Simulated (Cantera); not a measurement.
A closed system holds: 1 mol V, 0.75 mol N2O, 2.8 mol N2, at 0.133 bar.

Points: T (K) = 798, 998, 1198, 1398, 1598, 1798, 1998, 2198, 2398, 2598, 2798.

Cantera's Mixture.equilibrate('TP', solver="vcs", rtol=1e-11, max_steps=5000) on the NASA tables stopped like this:

```
*******************************************************************************
CanteraError thrown by VCS_SOLVE::solve_tp_inner:
vcs_solve_TP: ERROR on step change wt[15:V2O3(s)]: -2.7755575615628914e-17 < 0.0
*******************************************************************************
```

Question: What got this run through?

Answer: Several could match; the one computed here: The failure is numerical, not chemical. The same input converged with solver="gibbs", rtol=1e-10, max_steps=50000, and the result passed a check of the equilibrium conditions:
```
log10 of partial pressures in bar; condensed amounts in mol
       T/K        N2         V        VO       VO2      V(L)     VN(s)     VO(s)     VO(L)   V2O3(s)
       798    -0.875   -35.015   -28.473   -24.335         0       0.5         0         0      0.25
       998    -0.875   -25.463   -20.664   -17.845         0       0.5         0         0      0.25
      1198    -0.875   -19.122   -15.501   -13.564         0       0.5         0         0      0.25
      1398    -0.875   -14.613   -11.845   -10.541         0       0.5         0         0      0.25
      1598    -0.875   -11.247    -9.142    -8.328         0      0.25      0.75         0         0
      1798    -0.875    -8.643    -7.232    -6.971         0      0.25      0.75         0         0
      1998    -0.875    -6.572    -5.725    -5.912         0      0.25    0.7499         0         0
      2198    -0.875    -4.888    -4.594    -5.235         0    0.2498         0     0.749         0
      2398    -0.877    -3.519    -3.698    -4.729    0.2424         0         0    0.7436         0
      2598    -0.885    -2.730    -2.949    -3.946    0.2023         0         0    0.7131         0
      2798    -0.924    -2.060    -2.314    -3.281  0.006333         0         0     0.574         0
```

The gas is ideal and each condensed phase is pure. Each liquid is taken as pure. Mutual solubility and eutectic melting of coexisting phases are not modelled. VN, VO: taken at fixed stoichiometry. Condensed phases not in the tables: the oxides between V2O3 and V2O5 other than VO2, solid solutions among these carbides, nitrides and lower oxides, V2N, N, O or C dissolved in the metal.
